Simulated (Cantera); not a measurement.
A Cantera script and its output.

```python
import numpy as np
import cantera as ct

gas = ct.Solution("gri30.yaml")
gas.TPX = 475, 190000, {'CH4': 1, 'C2H6': 0.87, 'O2': 5.26, 'N2': 19.8, 'CO2': 2}
inlet = ct.Reservoir(gas, clone=True)
gas.equilibrate("HP")  # start burning
reactor = ct.IdealGasConstPressureReactor(gas, energy="on", clone=False)
exhaust = ct.Reservoir(gas, clone=True)
tau = [0.32, 0.13, 0.053, 0.022, 0.0088, 0.0036, 0.0015, 0.00059, 0.00024, 9.8e-05, 4e-05, 1.6e-05][0]
for a, b in ((inlet, reactor), (reactor, exhaust)):
    ct.MassFlowController(a, b, mdot=lambda t: reactor.mass / tau)
net = ct.ReactorNet([reactor])
show = ['CH4', 'C2H6', 'O2', 'H2O2', 'CO', 'HCO']

rows = []
print(f"{'tau/s':>10s}{'T/K':>9s}" + "".join(f"{s:>11s}" for s in show))
for tau in [0.32, 0.13, 0.053, 0.022, 0.0088, 0.0036, 0.0015, 0.00059, 0.00024, 9.8e-05, 4e-05, 1.6e-05]:
    net.initial_time = 0.0
    net.advance(30 * tau)
    before = gas.X
    net.advance(40 * tau)
    drift = np.max(np.abs(gas.X - before) / (gas.X + 1e-9))
    rows.append([gas.T, *gas[show].X, drift])
    print(f"{tau:10.3e}{gas.T:9.1f}" + "".join(f"{x:11.3e}" for x in gas[show].X))
```

Result:

```
     tau/s      T/K        CH4       C2H6         O2       H2O2         CO        HCO
 3.200e-01   2183.3  5.024e-07  3.713e-08  9.996e-03  7.180e-08  6.786e-03  4.667e-09
 1.300e-01   2178.7  1.121e-06  9.007e-08  1.052e-02  7.682e-08  7.374e-03  1.088e-08
 5.300e-02   2168.3  2.331e-06  2.161e-07  1.133e-02  8.639e-08  8.572e-03  2.580e-08
 2.200e-02   2149.5  4.457e-06  5.018e-07  1.253e-02  1.038e-07  1.061e-02  6.044e-08
 8.800e-03   2119.3  8.404e-06  1.175e-06  1.434e-02  1.347e-07  1.375e-02  1.477e-07
 3.600e-03   2079.2  1.567e-05  2.610e-06  1.662e-02  1.815e-07  1.770e-02  3.581e-07
 1.500e-03   2030.8  2.992e-05  5.576e-06  1.929e-02  2.471e-07  2.220e-02  8.640e-07
 5.900e-04   1970.3  6.352e-05  1.255e-05  2.262e-02  3.445e-07  2.751e-02  2.219e-06
 2.400e-04   1903.5  1.448e-04  2.880e-05  2.658e-02  4.739e-07  3.328e-02  5.496e-06
 9.800e-05   1821.6  4.079e-04  7.840e-05  3.276e-02  6.493e-07  4.107e-02  1.381e-05
 4.000e-05    475.0  3.457e-02  3.007e-02  1.818e-01 -1.206e-18 -4.407e-16  8.430e-34
 1.600e-05    475.0  3.457e-02  3.007e-02  1.818e-01 -8.607e-22 -3.145e-19 -5.360e-38
```

Cantera simulation using GRI-Mech 3.0 (53 species, 325 reactions); the numbers are that mechanism's predictions, not measurements.
